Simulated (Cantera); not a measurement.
An adiabatic, constant-volume homogeneous reactor starts with CH4 : O2 : N2 = 1 : 1.82 : 6.84 (molar parts), equivalence ratio 1.1, at 1000 K and 0.680 bar. Integrator tolerance rtol = 1e-08.

Model: GRI-Mech 3.0 (53 species, 325 reactions), integrated in Cantera.

Q: What does this change do: constant pressure in place of constant volume?

A: 
```csv
quantity,before,after
time of steepest temperature rise,1.69 s,1.74 s
temperature at 2.00 s,2763 K,2538 K
equilibrium temperature,2763 K,2538 K
x(CH4) at 2.00 s,<1e-12 (gas-phase equilibrium <1e-12),<1e-12 (gas-phase equilibrium <1e-12)
x(O2) at 2.00 s,0.00997 (gas-phase equilibrium 0.00997),0.00685 (gas-phase equilibrium 0.00685)
x(CH2O) at 2.00 s,8.35e-10 (gas-phase equilibrium 8.35e-10),1.98e-10 (gas-phase equilibrium 1.98e-10)
x(CH3) at 2.00 s,<1e-12 (gas-phase equilibrium <1e-12),<1e-12 (gas-phase equilibrium <1e-12)
x(CO2) at 2.00 s,0.0512 (gas-phase equilibrium 0.0512),0.0600 (gas-phase equilibrium 0.0600)
```

Q: What does this change do: 0.1 parts C2H6 added?

A: 
```
quantity                                                              before                                    after
---------------------------------  -----------------------------------------  ---------------------------------------
time of steepest temperature rise                                     1.69 s                                  0.144 s
temperature at 2.00 s                                                 2763 K                                   2765 K
equilibrium temperature                                               2763 K                                   2765 K
x(CH4) at 2.00 s                       <1e-12 (gas-phase equilibrium <1e-12)    <1e-12 (gas-phase equilibrium <1e-12)
x(O2) at 2.00 s                      0.00997 (gas-phase equilibrium 0.00997)  0.00297 (gas-phase equilibrium 0.00297)
x(CH2O) at 2.00 s                  8.35e-10 (gas-phase equilibrium 8.35e-10)  2.40e-9 (gas-phase equilibrium 2.40e-9)
x(CH3) at 2.00 s                       <1e-12 (gas-phase equilibrium <1e-12)    <1e-12 (gas-phase equilibrium <1e-12)
x(CO2) at 2.00 s                       0.0512 (gas-phase equilibrium 0.0512)    0.0423 (gas-phase equilibrium 0.0423)
```
